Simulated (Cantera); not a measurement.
# Premixed flame

A freely propagating, adiabatic, planar premixed flame of H2 : O2 : N2 = 1 : 0.794 : 3.73 (molar parts), unburnt at 525 K and 4.93 atm; mixture-averaged transport, grid criteria slope 0.08 and curve 0.16, no radiation.

Computed with Cantera and the H2/O2 subset of GRI-Mech 3.0, which has no nitrogen chemistry. The hydrogen kinetics of GRI-Mech 3.0 are dated; newer H2 mechanisms differ, most at raised pressure. Burning velocities carry a grid error of a few per cent, more on coarse grids. Lean hydrogen flames are cellular in practice and burn faster than this planar one.

```
z (mm)   T (K)  u (m/s)      x H2    x O2    x H2O2       x H       x O     x HO2
-------  -----  -------  --------  ------  --------  --------  --------  --------
-0.253     526    0.983     0.177   0.144   1.25e-7     <1e-8     <1e-8   2.09e-7
-0.168     528    0.980     0.170   0.146   8.28e-7     <1e-8     <1e-8   1.39e-6
-0.126     536    0.984     0.159   0.147   3.86e-6     <1e-8     <1e-8   6.58e-6
-0.0842    571     1.02     0.137   0.149   2.28e-5     <1e-8   5.02e-8   4.27e-5
-0.0421    788     1.37    0.0904   0.142  0.000139   1.86e-5   1.13e-5  0.000467
-0.0211   1078     1.85    0.0589   0.124  0.000126  0.000459  0.000228  0.000495
0         1379     2.36    0.0304  0.0973   1.90e-5   0.00179   0.00122  0.000279
0.0211    1574     2.69    0.0134  0.0779   4.43e-6   0.00226   0.00208  0.000157
0.0421    1679     2.87   0.00633  0.0693   2.81e-6   0.00168   0.00205   9.81e-5
0.0842    1768     3.01   0.00228  0.0648   1.59e-6  0.000630   0.00121   4.62e-5
0.168     1812     3.09  0.000675  0.0639   7.69e-7  0.000111  0.000399   1.54e-5
0.337     1827     3.11  0.000161  0.0640   3.22e-7   1.39e-5  0.000103   4.17e-6
0.674     1831     3.12   4.87e-5  0.0641   1.59e-7   2.66e-6   3.50e-5   1.67e-6
```
x: mole fraction of selected species; z is measured from the peak of heat release.

```yaml
laminar_burning_velocity: 98.6 cm/s
thermal_thickness: 0.0842 mm
peak x(H2O2): 0.000157
peak x(H): 0.00229
peak x(O): 0.00216
peak x(HO2): 0.000566
```
